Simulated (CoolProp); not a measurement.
Vapour-liquid equilibrium of sulfur dioxide (1) + toluene (2) at 0.453 MPa; x and y are mole fractions of (1).

Values from CoolProp's multi-fluid Helmholtz-energy mixture model, Gao 2016 and Lemmon 2006; pair parameters Bell 2016.

```json
[
 {"x": "0.05", "bubble temperature (°C)": "(withheld)", "y at the bubble point": "0.412", "dew temperature at overall composition x (°C)": "170.7", "liquid density (mol/L)": "8.249"},
 {"x": "0.125", "bubble temperature (°C)": "118.3", "y at the bubble point": "0.737", "dew temperature at overall composition x (°C)": "166.6", "liquid density (mol/L)": "9.029"},
 {"x": "0.2", "bubble temperature (°C)": "96.3", "y at the bubble point": "0.871", "dew temperature at overall composition x (°C)": "162.3", "liquid density (mol/L)": "9.767"},
 {"x": "0.275", "bubble temperature (°C)": "80.6", "y at the bubble point": "0.929", "dew temperature at overall composition x (°C)": "157.8", "liquid density (mol/L)": "10.49"},
 {"x": "0.35", "bubble temperature (°C)": "69.0", "y at the bubble point": "0.958", "dew temperature at overall composition x (°C)": "152.9", "liquid density (mol/L)": "11.23"},
 {"x": "0.425", "bubble temperature (°C)": "60.2", "y at the bubble point": "0.973", "dew temperature at overall composition x (°C)": "147.7", "liquid density (mol/L)": "12.01"},
 {"x": "0.5", "bubble temperature (°C)": "53.3", "y at the bubble point": "0.982", "dew temperature at overall composition x (°C)": "142.0", "liquid density (mol/L)": "12.84"},
 {"x": "0.575", "bubble temperature (°C)": "47.9", "y at the bubble point": "0.988", "dew temperature at overall composition x (°C)": "135.6", "liquid density (mol/L)": "13.73"},
 {"x": "0.65", "bubble temperature (°C)": "43.5", "y at the bubble point": "0.992", "dew temperature at overall composition x (°C)": "128.3", "liquid density (mol/L)": "14.71"},
 {"x": "0.725", "bubble temperature (°C)": "39.8", "y at the bubble point": "0.994", "dew temperature at overall composition x (°C)": "119.8", "liquid density (mol/L)": "15.79"},
 {"x": "0.8", "bubble temperature (°C)": "36.6", "y at the bubble point": "0.996", "dew temperature at overall composition x (°C)": "(withheld)", "liquid density (mol/L)": "(withheld)"},
 {"x": "0.875", "bubble temperature (°C)": "33.7", "y at the bubble point": "0.998", "dew temperature at overall composition x (°C)": "95.3", "liquid density (mol/L)": "18.38"},
 {"x": "0.95", "bubble temperature (°C)": "31.1", "y at the bubble point": "0.999", "dew temperature at overall composition x (°C)": "72.6", "liquid density (mol/L)": "19.95"}
]
```

Fill in the missing entries.


- 0.05, bubble temperature (°C): 148.6
- 0.8, dew temperature at overall composition x (°C): 109.3
- 0.8, liquid density (mol/L): 17.01

No azeotrope shows between x = 0.05 and 0.95.

Pair parameters are fitted to limited data, so mixtures are less certain than the pure fluids.
